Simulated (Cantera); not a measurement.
Cantera with NASA thermochemical tables; ideal gases at 1 bar, condensed phases pure. Values are per mole of reaction as written; species without (g) are pure solids or liquids, kept so even where they would boil at 1 bar.

2 CaS ⇌ 2 Ca(g) + S2(g)

```tsv
T (K)	ΔH° (kJ)	ΔS° (J/K)	ΔG° (kJ)	log10 K
1173	1407.0	389.7	949.9	-42.30
1323	1402.5	386.1	891.7	-35.21
1473	___	___	___	___
1623	___	___	___	___
1773	1388.0	376.7	720.2	-21.22
1923	___	___	___	___
2073	1377.9	371.4	608.0	-15.32
2223	1372.7	369.0	552.5	-12.98
2373	1367.5	366.7	497.3	-10.95
```

Problem. Complete the blanks.

Solution. 
- 1473, ΔH° (kJ): 1397.8
- 1473, ΔS° (J/K): 382.7
- 1473, ΔG° (kJ): 834.1
- 1473, log10 K: -29.58
- 1623, ΔH° (kJ): 1393.0
- 1623, ΔS° (J/K): 379.6
- 1623, ΔG° (kJ): 776.9
- 1623, log10 K: -25.00
- 1923, ΔH° (kJ): 1383.0
- 1923, ΔS° (J/K): 374.0
- 1923, ΔG° (kJ): 663.9
- 1923, log10 K: -18.03
